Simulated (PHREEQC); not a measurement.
## Brine: an equilibrium model

Make-up at 33 °C: 0.55 mol MgSO4, 0.355 mol NaHCO3 and 0.375 mol KBr per kg of water. Closed to the air; pH follows from the charge balance.

The numbers come from PHREEQC with the Pitzer model, pitzer.dat.

No solid was allowed to form.

Problem. Predict the pH.

Solution. pH 7.13.

Problem. In which forms is Mg present?

Solution. Mg+2 99 %, MgCO3 1.3 % of the Mg.

Saturation is exceeded, for instance for Magnesite (slow to form); the values hold only as long as no solid forms. Species that the database lacks are ignored. In brines, pH and single-ion activities rest on the MacInnes convention.
